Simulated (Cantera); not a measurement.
Input (Python, Cantera) and output of one run.

```python
import numpy as np
import cantera as ct

gas_names = [...]  # 91 gases of nasa_gas.yaml made of C, Cl, H
cond_names = """
    C(gr) C6H6(L) C7H8(L) C8H18(L),n-octa
""".split()


# ... load() reads the species with a 1 bar reference pressure and builds the phases ...
atoms = {
    'CH3Cl': {'C': 1, 'H': 3, 'CL': 1},
    'CH4': {'C': 1, 'H': 4},
    'H2': {'H': 2},
}
top_T = {'C(gr)': 4500}  # K; cautious upper limits of use, not melting points


# ... equilibrate(T, P, feed) seeds the gas with the atoms and calls Mixture.equilibrate('TP', solver="vcs", rtol=1e-11, max_steps=5000) ...
results = []
feed = {'CH3Cl': 1, 'CH4': 0.69, 'H2': 0.09}  # mol
P = 1.4  # Pa
for T in [1450, 1600, 1750, 1900, 2050, 2200, 2350]:
    mix = equilibrate(T, P, feed)
    results.append((T, P, feed, dict(zip(mix.species_names, mix.species_moles))))

top = {s: max(r[3][s] / sum(r[3][g] for g in gas_names) for r in results) for s in gas_names}
cols = sorted((s for s in top if top[s] > 0.001), key=lambda s: -top[s])[:9]
seen = [c for c in cond_names if any(r[3].get(c, 0) > 1e-12 for r in results)]
print("log10 of partial pressures in bar; condensed amounts in mol")
print(f"{'T/K':>10s}" + "".join(f"{s[:9]:>10s}" for s in cols + seen))
for T, P, feed, n in results:
    ng = sum(n[g] for g in gas_names)
    print(f"{T:10.4g}" + "".join(f"{np.log10(max(n[s] / ng * P / 1e5, 1e-99)):10.3f}" for s in cols)
          + "".join(f"{n.get(c, 0):10.4g}" for c in seen))
```

It prints:

```
log10 of partial pressures in bar; condensed amounts in mol
       T/K         H        H2       HCL        CL        C3         C     C(gr)
      1450    -7.526    -5.003    -5.396    -8.008   -18.734   -17.627      1.69
      1600    -6.768    -5.008    -5.404    -7.266   -15.935   -15.201      1.69
      1750    -6.147    -5.028    -5.434    -6.666   -13.624   -13.192     1.689
      1900    -5.646    -5.091    -5.524    -6.202   -11.685   -11.502     1.688
      2050    -5.272    -5.255    -5.745    -5.893   -10.036   -10.060     1.686
      2200    -5.047    -5.596    -6.158    -5.748    -8.617    -8.816      1.68
      2350    -4.959    -6.109    -6.714    -5.709    -7.384    -7.732     1.613
```

These are equilibrium values from Cantera (NASA tables, ideal gas, pure condensed phases), not measurements of a reactor.
